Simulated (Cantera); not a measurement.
A freely propagating, adiabatic, planar premixed flame of H2 : O2 : N2 = 1 : 0.227 : 0.855 (molar parts), equivalence ratio 2.2, unburnt at 425 K and 750 Torr; mixture-averaged transport, grid criteria slope 0.08 and curve 0.16, no radiation.

Detailed kinetics in Cantera: the H2/O2 subset of GRI-Mech 3.0, which has no nitrogen chemistry. Burning velocities carry a grid error of a few per cent, more on coarse grids.

### Question
What does this change do: inlet temperature 425 to 700 K?

### Answer
| quantity | before | after |
|---|---|---|
| laminar burning velocity | 495 cm/s | 1170 cm/s |
| thermal thickness | 0.395 mm | 0.489 mm |
| peak x(O) | 0.00272 | 0.00408 |
| peak x(HO2) | 0.000380 | 0.000183 |
| peak x(H2O2) | 4.14e-5 | 3.18e-6 |
| peak x(H) | 0.0757 | 0.101 |

### Question
What does this change do: inlet temperature 425 to 550 K?

### Answer
| quantity | before | after |
|---|---|---|
| laminar burning velocity | 495 cm/s | 760 cm/s |
| thermal thickness | 0.395 mm | 0.444 mm |
| peak x(O) | 0.00272 | 0.00331 |
| peak x(HO2) | 0.000380 | 0.000281 |
| peak x(H2O2) | 4.14e-5 | 1.27e-5 |
| peak x(H) | 0.0757 | 0.0873 |
